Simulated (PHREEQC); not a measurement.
Solution A (0.37 mol/kgw HF, 0.58 mol/kgw KOH and 0.0052 mol/kgw KCl) is mixed with solution B (0.0012 mol/kgw NH3, 4.6e-06 mol/kgw CO2 and 0.018 mol/kgw (CH3)4NCl) at 25 °C; shares are by mass of water, 1 kg in all. Oxygen alone is held at its pressure in air (log pO2 = -0.68). No CO2 enters from the air. Precipitation was switched off in this run.

All values are PHREEQC results (ion-association model, wateq4f.dat), not measurements.

```tsv
share of solution B	pH	CO3-2 (mol/kgw)	HCO3- (mol/kgw)
0	13.12	0	0
0.1	?	4.60e-7	2.65e-10
0.2	13.04	9.19e-7	6.06e-10
0.3	12.98	1.38e-6	1.06e-9
0.4	12.92	1.84e-6	1.68e-9
0.5	12.85	2.30e-6	?
0.6	?	2.76e-6	3.98e-9
0.7	12.65	3.21e-6	6.41e-9
0.8	?	?	1.15e-8
0.9	12.22	4.11e-6	2.78e-8
1	10.12	2.19e-6	2.41e-6
```

Q: Some entries are withheld; supply them.

A: 
- 0.1, pH: 13.08
- 0.5, HCO3- (mol/kgw): 2.58e-9
- 0.6, pH: 12.77
- 0.8, pH: 12.49
- 0.8, CO3-2 (mol/kgw): 3.67e-6

(CH3)4N+ isn't in the database: it is added as a free cation with an ion size of 4 Å.
